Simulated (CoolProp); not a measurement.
Normal hydrogen along the isotherm -243.05 °C: density (kg/m³) from the reference equation and from simpler models built on Tc = -240.0 °C, pc = 1.296 MPa, ω = -0.219; each cubic takes its own stable root.

The numbers come from the reference Helmholtz-energy equation of state, Leachman 2009 in CoolProp.

```tsv
p (MPa)	phase	reference	van der Waals	Redlich-Kwong	Soave-Redlich-Kwong	Peng-Robinson
1.62	liquid	58.60	45.92	60.83	58.09	64.95
2.43	liquid	61.24	48.62	64.04	61.92	69.22
3.24	liquid	63.24	50.50	66.48	64.71	72.31
4.05	liquid	64.87	51.95	68.46	66.92	74.76
4.86	liquid	66.27	53.15	70.15	68.78	76.80
5.67	liquid	67.51	54.17	71.61	70.37	78.55
6.48	liquid	68.61	55.05	72.91	71.77	80.08
```
